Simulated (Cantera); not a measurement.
A closed system holds: 1 mol FeS2, a varied amount of SO3, 4.8 mol H2O, at 1173.15 K and 13.3 mbar.

Method: chemical equilibrium by Gibbs-energy minimisation in Cantera with the NASA 1993 tables (ideal gas, pure condensed phases). Candidate condensed phases: Fe, FeO, Fe(OH)2, Fe(OH)3, FeS, FeSO4, FeS2, Fe2O3, Fe2(SO4)3, Fe3O4, H2O, H2SO4, S; 22 gas species. Mutual solubility and eutectic melting of coexisting phases are not modelled. FeS: taken at fixed stoichiometry. Gases not in the tables: S3 to S7. Equilibrium is a limit: real reactors are often held back by kinetics, nucleation or transport.

Which condensed phases are stable at each of these points (n(SO3) (mol)): 0.33, 0.51, 0.8, 1.2, 1.9, 3, 4.6?


```tsv
n(SO3) (mol)	condensed phases	Fe condensed (%)
0.33	FeS(s)	100.0
0.51	FeS(s)	100.0
0.8	FeS(s)	100.0
1.2	FeS(s) + Fe3O4(s)	100.0
1.9	FeS(s) + Fe3O4(s)	100.0
3	Fe3O4(s)	100.0
4.6	Fe3O4(s)	100.0
```

From 0.33 mol SO3 to 0.8 mol SO3 the condensed part is FeS(s). From 1.2 mol SO3 to 1.9 mol SO3 the condensed part is FeS(s) + Fe3O4(s). From 3 mol SO3 to 4.6 mol SO3 the condensed part is Fe3O4(s).
